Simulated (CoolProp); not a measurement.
C3F8 (R218) at 298.15 K and 0.68 MPa flows at 3.5 m/s in a round tube of 50 mm bore and 45 µm roughness, fully developed (64/Re and Nu = 3.66 if laminar; Colebrook and Gnielinski if turbulent). Each further row changes one setting.

Values from CoolProp's reference Helmholtz-energy equation of state, Lemmon 2006. It is a short technical equation, of lower accuracy than the large ones.

| case | Reynolds number | Darcy friction factor | pressure drop (Pa/m) | heat-transfer coefficient (W/(m² K)) | mass flow (kg/h) |
|---|---|---|---|---|---|
| as stated | ? | ? | ? | 505 | ? |
| velocity 7 m/s | 1760000 | ? | 588 | ? | 3070 |
| diameter 100 mm | 1760000 | 0.0166 | ? | 429 | 6140 |

Question: Some entries are withheld; supply them.

Answer: 
- as stated, Reynolds number: 878000
- as stated, Darcy friction factor: 0.0195
- as stated, pressure drop (Pa/m): 148
- as stated, mass flow (kg/h): 1540
- velocity 7 m/s, Darcy friction factor: 0.0193
- velocity 7 m/s, heat-transfer coefficient (W/(m² K)): 1000
- diameter 100 mm, pressure drop (Pa/m): 63.2

Viscosity comes from a separate model (Huber 2003), an estimate that may be off by 10 % or more. Thermal conductivity comes from a separate model (Huber 2003), an estimate that may be off by 10 % or more.
